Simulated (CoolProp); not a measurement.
Tetrahydrofuran at several states: density (kg/m³) from the reference equation and from simpler models built on Tc = 267.0 °C, pc = 5.304 MPa, ω = 0.234; each cubic takes its own stable root.

The numbers come from the reference Helmholtz-energy equation of state, Fiedler 2023 in CoolProp.

| T (°C) | p (MPa) | phase | reference | Redlich-Kwong | Soave-Redlich-Kwong |
|---|---|---|---|---|---|
| 30.45 | 0.124 | liquid | 876.0 | 795.4 | 814.2 |
| 17.45 | 0.992 | liquid | 891.0 | 810.0 | 827.1 |
| 5.05 | 4.87 | liquid | 907.4 | 826.4 | 841.2 |
